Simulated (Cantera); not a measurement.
An isothermal, constant-pressure homogeneous reactor starts with C2H4 : H2 = 1 : 13 (molar parts), at 1598 K and 1200 Pa.

Detailed kinetics in Cantera: GRI-Mech 3.0 (53 species, 325 reactions). GRI-Mech 3.0 was tuned for natural gas; its chemistry of ethylene as a main component is partial and can be far from experiment. GRI-Mech 3.0 stops at C3 and has no aromatics, soot or wall deposition, so with more carbon than oxygen in the feed, carbon stays in small species such as C2H2 where larger ones or solid carbon would form. Radical loss at walls, strong at low pressure, is not modelled.

Task: Predict: x(C2H4) at 8.00 s; x(H2) at 8.00 s; x(H) at 8.00 s; x(CH3) at 8.00 s; x(CH4) at 8.00 s.

Result: 
| Quantity | Result |
|---|---|
| x(C2H4) at 8.00 s | 8.36e-5 (gas-phase equilibrium 8.32e-5) |
| x(H2) at 8.00 s | 0.933 (gas-phase equilibrium 0.932) |
| x(H) at 8.00 s | 0.000473 (gas-phase equilibrium 0.000472) |
| x(CH3) at 8.00 s | 7.33e-7 (gas-phase equilibrium 8.99e-6) |
| x(CH4) at 8.00 s | 7.11e-5 (gas-phase equilibrium 0.000874) |
